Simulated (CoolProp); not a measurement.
Vapour-liquid equilibrium of propane (1) + R114 (2) at 290.8 K; x and y are mole fractions of (1).

The numbers come from the multi-fluid Helmholtz-energy mixture model, Lemmon 2009 and Platzer 1990; pair parameters Bell 2016 in CoolProp. This equation is an older, rougher fit; its heat capacities, sound speeds and derivatives of the liquid may be far off and weren't checked against measurements.

```json
[
 {"x": "0.05", "bubble pressure (MPa)": "0.2121", "y at the bubble point": "0.234", "dew pressure at overall composition x (MPa)": "0.1760", "liquid density (mol/L)": "8.744"},
 {"x": "0.15", "bubble pressure (MPa)": "0.2922", "y at the bubble point": "0.484", "dew pressure at overall composition x (MPa)": "0.1940", "liquid density (mol/L)": "8.959"},
 {"x": "0.25", "bubble pressure (MPa)": "0.3632", "y at the bubble point": "0.618", "dew pressure at overall composition x (MPa)": "0.2160", "liquid density (mol/L)": "9.183"},
 {"x": "0.35", "bubble pressure (MPa)": "0.4272", "y at the bubble point": "0.705", "dew pressure at overall composition x (MPa)": "0.2434", "liquid density (mol/L)": "9.420"},
 {"x": "0.45", "bubble pressure (MPa)": "0.4861", "y at the bubble point": "0.769", "dew pressure at overall composition x (MPa)": "0.2782", "liquid density (mol/L)": "9.670"},
 {"x": "0.55", "bubble pressure (MPa)": "0.5416", "y at the bubble point": "0.820", "dew pressure at overall composition x (MPa)": "0.3237", "liquid density (mol/L)": "9.937"},
 {"x": "0.65", "bubble pressure (MPa)": "0.5951", "y at the bubble point": "0.863", "dew pressure at overall composition x (MPa)": "0.3845", "liquid density (mol/L)": "10.22"},
 {"x": "0.75", "bubble pressure (MPa)": "0.6482", "y at the bubble point": "0.903", "dew pressure at overall composition x (MPa)": "0.4675", "liquid density (mol/L)": "10.53"},
 {"x": "0.85", "bubble pressure (MPa)": "0.7019", "y at the bubble point": "0.942", "dew pressure at overall composition x (MPa)": "0.5783", "liquid density (mol/L)": "10.86"},
 {"x": "0.95", "bubble pressure (MPa)": "0.7573", "y at the bubble point": "0.980", "dew pressure at overall composition x (MPa)": "0.7137", "liquid density (mol/L)": "11.23"}
]
```

No azeotrope shows between x = 0.05 and 0.95.

Pair parameters are fitted to limited data, so mixtures are less certain than the pure fluids.
